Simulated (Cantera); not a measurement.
Feed: 1 mol Cr, 4.6 mol N2, held at 1.00 bar.

Method: chemical equilibrium by Gibbs-energy minimisation in Cantera with the NASA 1993 tables (ideal gas, pure condensed phases). Candidate condensed phases: Cr, CrN, Cr2N; 4 gas species. Rates play no part.

x: gas mole fraction; n: condensed amount in mol.

| T (K) | x N2 | x Cr | x CrN | x N | n CrN(s) | n Cr2N(s) | n Cr(s) | n Cr(l) |
|---|---|---|---|---|---|---|---|---|
| 1223 | 1.00 | 4.82e-11 | <1e-12 | <1e-12 | 1.00 | 0 | 0 | 0 |
| 1323 | 1.00 | 1.98e-9 | <1e-12 | <1e-12 | 1.00 | 0 | 0 | 0 |
| 1423 | 1.00 | 3.88e-8 | <1e-12 | <1e-12 | 0 | 0.500 | 0 | 0 |
| 1523 | 1.00 | 4.54e-7 | <1e-12 | <1e-12 | 0 | 0.500 | 0 | 0 |
| 1623 | 1.000 | ___ | ___ | ___ | 0 | 0.500 | 0 | 0 |
| 1723 | 1.000 | 2.56e-5 | 9.54e-11 | 8.74e-12 | 0 | 0.500 | 0 | 0 |
| 1823 | 1.000 | 0.000128 | 7.10e-10 | 5.48e-11 | 0 | 0 | 0.999 | 0 |
| 1923 | 1.000 | ___ | ___ | ___ | 0 | 0 | 0.998 | 0 |
| 2023 | 0.999 | 0.00148 | 1.62e-8 | 1.25e-9 | 0 | 0 | 0.993 | 0 |
| 2123 | 0.996 | 0.00418 | 6.12e-8 | 4.80e-9 | 0 | 0 | 0.981 | 0 |
| 2223 | 0.990 | 0.0102 | 1.93e-7 | 1.63e-8 | 0 | 0 | 0 | 0.953 |
| 2323 | 0.977 | 0.0229 | 5.47e-7 | 4.95e-8 | 0 | 0 | 0 | 0.892 |
| 2423 | 0.952 | 0.0478 | 1.41e-6 | 1.37e-7 | 0 | 0 | 0 | 0.769 |

Some entries are withheld; supply them.


- 1623, x Cr: 3.88e-6
- 1623, x CrN: 9.20e-12
- 1623, x N: 1.11e-12
- 1923, x Cr: 0.000465
- 1923, x CrN: 3.70e-9
- 1923, x N: 2.84e-10
